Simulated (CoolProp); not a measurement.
Vapour-liquid equilibrium of CHF3 (R23) (1) + R152A (2) at 0.158 MPa; x and y are mole fractions of (1).

The numbers come from the multi-fluid Helmholtz-energy mixture model, Penoncello 2003 and Outcalt 1996; pair parameters Bell 2016 in CoolProp.

```json
[
 {"x": "0.05", "bubble temperature, mixture model (K)": "251.2", "bubble temperature, Raoult's law (K)": "249.2", "y, mixture model": "0.320", "y, Raoult's law": "0.389"},
 {"x": "0.125", "bubble temperature, mixture model (K)": "240.9", "bubble temperature, Raoult's law (K)": "238.0", "y, mixture model": "0.600", "y, Raoult's law": "0.666"},
 {"x": "0.2", "bubble temperature, mixture model (K)": "233.0", "bubble temperature, Raoult's law (K)": "230.1", "y, mixture model": "0.751", "y, Raoult's law": "0.797"},
 {"x": "0.275", "bubble temperature, mixture model (K)": "226.6", "bubble temperature, Raoult's law (K)": "224.1", "y, mixture model": "0.838", "y, Raoult's law": "0.867"},
 {"x": "0.35", "bubble temperature, mixture model (K)": "221.5", "bubble temperature, Raoult's law (K)": "219.4", "y, mixture model": "0.891", "y, Raoult's law": "0.909"},
 {"x": "0.425", "bubble temperature, mixture model (K)": "217.3", "bubble temperature, Raoult's law (K)": "215.6", "y, mixture model": "0.925", "y, Raoult's law": "0.936"},
 {"x": "0.5", "bubble temperature, mixture model (K)": "213.7", "bubble temperature, Raoult's law (K)": "212.4", "y, mixture model": "0.948", "y, Raoult's law": "0.955"},
 {"x": "0.575", "bubble temperature, mixture model (K)": "210.6", "bubble temperature, Raoult's law (K)": "209.7", "y, mixture model": "0.964", "y, Raoult's law": "0.968"},
 {"x": "0.65", "bubble temperature, mixture model (K)": "208.0", "bubble temperature, Raoult's law (K)": "207.3", "y, mixture model": "0.975", "y, Raoult's law": "0.977"},
 {"x": "0.725", "bubble temperature, mixture model (K)": "205.7", "bubble temperature, Raoult's law (K)": "205.2", "y, mixture model": "0.983", "y, Raoult's law": "0.985"},
 {"x": "0.8", "bubble temperature, mixture model (K)": "203.6", "bubble temperature, Raoult's law (K)": "203.3", "y, mixture model": "0.990", "y, Raoult's law": "0.990"},
 {"x": "0.875", "bubble temperature, mixture model (K)": "201.8", "bubble temperature, Raoult's law (K)": "201.7", "y, mixture model": "0.994", "y, Raoult's law": "0.995"},
 {"x": "0.95", "bubble temperature, mixture model (K)": "200.2", "bubble temperature, Raoult's law (K)": "200.1", "y, mixture model": "0.998", "y, Raoult's law": "0.998"}
]
```

The largest gap from Raoult's law is +2.9 K in bubble temperature, at x = 0.2. No azeotrope shows between x = 0.05 and 0.95.

The pair parameters rest on a limited set of measurements; away from them the model extrapolates.
